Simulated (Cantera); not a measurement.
Cantera run:

```python
import numpy as np
import cantera as ct

gas_names = """
    B BH BH2 BH3 BN BO BO2 B2 B2O B2O2 B2O3 B3O3H3 H HBO HBO2 HNO HNO2 HNO3 HO2 H2 H2O H2O2 H3B3O6 N NH
    NH2 NH3 NH2OH NO NO2 NO3 N2 N2H2 N2H4 N2O O OH O2 O3
""".split()
cond_names = """
    B(b) B(L) BN(s) B2O3(L) B3O3H3(cr) H2O(s) H2O(L)
""".split()


def load(file, names, dense=False):
    # The tables refer to 1 bar. Condensed volumes are neglected.
    table = {s.name: s for s in ct.Species.list_from_file(file)}
    out = []
    for n in names:
        d = dict(table[n].input_data)
        d["thermo"] = dict(d["thermo"], **{"reference-pressure": 1e5})
        if dense:
            d["equation-of-state"] = {"model": "constant-volume", "density": "1e6 g/cm^3"}
        out.append(ct.Species.from_dict(d))
    return out


gas = ct.Solution(thermo="ideal-gas", species=load("nasa_gas.yaml", gas_names))
cond = {s.name: ct.Solution(thermo="fixed-stoichiometry", species=[s], name=s.name)
        for s in load("nasa_condensed.yaml", cond_names, dense=True)}
atoms = {
    'B2O3': {'B': 2, 'O': 3},
    'H2O': {'H': 2, 'O': 1},
    'N2': {'N': 2},
}
top_T = {'BN(s)': 3200}  # K; cautious upper limits of use, not melting points


def equilibrate(T, P, feed):
    n = {}
    for name, mol in feed.items():
        for a, k in atoms[name].items():
            n[a] = n.get(a, 0.0) + k * mol
    gas.TPX = T, P, n
    mass = sum(n.values()) * gas.mean_molecular_weight
    gas.equilibrate("TP")
    valid = [c for c in cond.values() if c.min_temp <= T <= top_T.get(c.name, c.max_temp)]
    mix = ct.Mixture([(gas, mass / gas.mean_molecular_weight)] + [(c, 0.0) for c in valid])
    mix.T, mix.P = T, P
    mix.equilibrate("TP", solver="vcs", rtol=1e-11, max_steps=5000)
    return mix


results = []
feed = {'B2O3': 1, 'H2O': 1.2, 'N2': 2.2}  # mol
P = 3300  # Pa
for T in [800, 900, 1000, 1100, 1200, 1300, 1400, 1500, 1600, 1700]:
    mix = equilibrate(T, P, feed)
    results.append((T, P, feed, dict(zip(mix.species_names, mix.species_moles))))

top = {s: max(r[3][s] / sum(r[3][g] for g in gas_names) for r in results) for s in gas_names}
cols = sorted((s for s in top if top[s] > 0.001), key=lambda s: -top[s])[:7]
seen = [c for c in cond_names if any(r[3].get(c, 0) > 1e-12 for r in results)]
print("log10 of partial pressures in bar; condensed amounts in mol")
print(f"{'T/K':>10s}" + "".join(f"{s[:9]:>10s}" for s in cols + seen))
for T, P, feed, n in results:
    ng = sum(n[g] for g in gas_names)
    print(f"{T:10.4g}" + "".join(f"{np.log10(max(n[s] / ng * P / 1e5, 1e-99)):10.3f}" for s in cols)
          + "".join(f"{n.get(c, 0):10.4g}" for c in seen))
```

Result:

```
log10 of partial pressures in bar; condensed amounts in mol
       T/K        N2       H2O      HBO2      B2O3    H3B3O6        H2   B2O3(L)
       800    -1.670    -1.939    -7.853   -16.722    -3.941   -10.041    0.9823
       900    -1.670    -1.937    -6.566   -13.795    -4.221    -8.844    0.9907
      1000    -1.670    -1.936    -5.549   -11.475    -4.458    -7.883    0.9945
      1100    -1.671    -1.935    -4.726    -9.592    -4.661    -7.094    0.9957
      1200    -1.671    -1.937    -4.048    -8.036    -4.838    -6.437    0.9931
      1300    -1.673    -1.943    -3.483    -6.730    -4.998    -5.881    0.9814
      1400    -1.677    -1.960    -3.009    -5.619    -5.157    -5.411    0.9475
      1500    -1.687    -2.001    -2.616    -4.664    -5.335    -5.017    0.8672
      1600    -1.707    -2.087    -2.300    -3.834    -5.570    -4.700    0.7021
      1700    -1.743    -2.255    -2.070    -3.107    -5.914    -4.465    0.3856
```

These are equilibrium values from Cantera (NASA tables, ideal gas, pure condensed phases), not measurements of a reactor. Gases not in the tables: H3BO3.
